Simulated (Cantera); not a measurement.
A perfectly stirred reactor is fed with C₂H₆ : N₂ = 1 : 2.6 (molar parts), at 1.58 Torr; it is held at 1575 K, and followed from long to short residence time.

Model: GRI-Mech 3.0 (53 species, 325 reactions), integrated in Cantera. GRI-Mech 3.0 stops at C3 and has no aromatics, soot or wall deposition, so with more carbon than oxygen in the feed, carbon stays in small species such as C2H2 where larger ones or solid carbon would form. Radical loss at walls, strong at low pressure, is not modelled.

Task: What does this change do: C2H6 1 to 1.8 parts?

Result: 
```json
[
 {"quantity": "x(C₂H₆) at τ = 0.800 s", "before": "0.00117", "after": "0.00138"},
 {"quantity": "x(C₂H₂) at τ = 0.800 s", "before": "0.150", "after": "0.193"},
 {"quantity": "x(C₂H₄) at τ = 0.800 s", "before": "0.00645", "after": "0.00795"},
 {"quantity": "x(CH₂) at τ = 0.800 s", "before": "5.72e-6", "after": "5.28e-6"},
 {"quantity": "x(CH₃) at τ = 0.800 s", "before": "0.00419", "after": "0.00489"},
 {"quantity": "x(C₂H₆) at τ = 27.0 ms", "before": "0.0287", "after": "0.0348"},
 {"quantity": "x(C₂H₂) at τ = 27.0 ms", "before": "0.0693", "after": "0.0956"},
 {"quantity": "x(C₂H₄) at τ = 27.0 ms", "before": "0.0597", "after": "0.0771"},
 {"quantity": "x(CH₂) at τ = 27.0 ms", "before": "2.18e-5", "after": "2.06e-5"},
 {"quantity": "x(CH₃) at τ = 27.0 ms", "before": "0.0195", "after": "0.0232"}
]
```

Task: What does this change do: C2H6 1 to 0.15 parts?

Result: 
| quantity | before | after |
|---|---|---|
| x(C₂H₆) at τ = 0.800 s | 0.00117 | 0.000440 |
| x(C₂H₂) at τ = 0.800 s | 0.150 | 0.0403 |
| x(C₂H₄) at τ = 0.800 s | 0.00645 | 0.00209 |
| x(CH₂) at τ = 0.800 s | 5.72e-6 | 6.28e-6 |
| x(CH₃) at τ = 0.800 s | 0.00419 | 0.00182 |
| x(C₂H₆) at τ = 27.0 ms | 0.0287 | 0.00987 |
| x(C₂H₂) at τ = 27.0 ms | 0.0693 | 0.0137 |
| x(C₂H₄) at τ = 27.0 ms | 0.0597 | 0.0165 |
| x(CH₂) at τ = 27.0 ms | 2.18e-5 | 1.98e-5 |
| x(CH₃) at τ = 27.0 ms | 0.0195 | 0.00820 |
